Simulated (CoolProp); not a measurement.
Vapour-liquid equilibrium of R113 (1) + n-hexane (2) at 326 K; x and y are mole fractions of (1).

Values from CoolProp's multi-fluid Helmholtz-energy mixture model, Marx 1992 and Thol 2019; pair parameters Bell 2016.

Question: Give the bubble pressure and the first vapour's composition at x = 0.05, 0.15, 0.25. Is there an azeotrope?

Answer: x = 0.05: 0.06480 MPa, y = 0.120; x = 0.15: 0.07371 MPa, y = 0.300; x = 0.25: 0.08148 MPa, y = 0.432. No azeotrope shows between x = 0.05 and 0.95.

Pair parameters are fitted to limited data, so mixtures are less certain than the pure fluids.
